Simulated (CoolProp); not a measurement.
Properties of dodecamethylpentasiloxane (MD3M) at several states.

The numbers come from the reference Helmholtz-energy equation of state, Thol 2019 in CoolProp.

```json
[
 {"T (°C)": "11.25", "p (kPa)": "693", "phase": "liquid", "density (kg/m³)": "…", "expansivity (1/kK)": "…"},
 {"T (°C)": "250.05", "p (kPa)": "1160", "phase": "liquid", "density (kg/m³)": "636.6", "expansivity (1/kK)": "2.024"},
 {"T (°C)": "279.35", "p (kPa)": "136", "phase": "gas", "density (kg/m³)": "…", "expansivity (1/kK)": "2.705"}
]
```

Task: Some entries are withheld; supply them.

Result: 
- 11.25, density (kg/m³): 884.0
- 11.25, expansivity (1/kK): 1.086
- 279.35, density (kg/m³): 12.61
